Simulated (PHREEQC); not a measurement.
## Alkaline etch or developer (model solution)

Make-up at 15 °C: 0.0015 mol/kgw NH3 and 0.038 mol/kgw K2CO3. Closed to the air; pH follows from the charge balance.

Computed with PHREEQC (ion-association model, wateq4f.dat).

This is a speciation only: nothing precipitates in the calculation.

Predict the pH.

pH 11.45.

In which forms is C present?

CO3-2 96 %, HCO3- 4.4 % of the C.
